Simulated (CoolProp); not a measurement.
Vapour-liquid equilibrium of R143a (1) + R152A (2) at 0.739 MPa; x and y are mole fractions of (1).

Values from CoolProp's multi-fluid Helmholtz-energy mixture model, Lemmon and Jacobsen 2000 and Outcalt 1996; pair parameters Bell 2016.

Task: Give the bubble temperature and the first vapour's composition at x = 0.25, 0.55, 0.95. Is there an azeotrope?

Result: x = 0.25: 22.6 °C, y = 0.401; x = 0.55: 14.5 °C, y = 0.695; x = 0.95: 6.6 °C, y = 0.970. No azeotrope shows between x = 0.05 and 0.95.

The pair parameters rest on a limited set of measurements; away from them the model extrapolates.
